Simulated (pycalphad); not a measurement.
Computed with pycalphad from the COST 507 light-alloy database (1999), at 1 atm. The database dates from 1999; later assessments differ in places, in temperatures and in the compounds included. Diffusion is slow at the low end, where real alloys seldom reach equilibrium.

Molar enthalpy of Ti-5.24Hf-3.95B (at.%) in equilibrium (SER reference):

```
T (K)  H (kJ/mol)    phases
-----  ----------  --------
2850       107.27    liquid
2730       101.80    liquid
2610        96.34    liquid
2490        90.87    liquid
2370        85.40    liquid
2250        79.93    liquid
2130        74.46    liquid
2010        69.00    liquid
1930        65.37    liquid
1890        63.55    liquid
1810        44.24  bcc + BM
1770        42.83  bcc + BM
1650        38.71  bcc + BM
1530        34.77  bcc + BM
1410        30.98  bcc + BM
1290        27.31  bcc + BM
1170        23.73  bcc + BM
1050        16.13  hcp + BM
930         12.24  hcp + BM
810          8.48  hcp + BM
690          4.86  hcp + BM
570          1.37  hcp + BM
```

Cooling from 1890 K to 1810 K, across the freezing range, releases 19.3 kJ/mol, or 363 J/g. The slope is 45 J/(mol K) in the liquid and 35 J/(mol K) just below the solidus, where it includes any heat of precipitation. Liquidus 1857 K, solidus 1815 K. Changes were sought between steps of 40 K, so a narrower field can be missed.

Database names, with the compositions (at.%) that they take in these runs: BM: Ti 49 B 50 Hf 0.
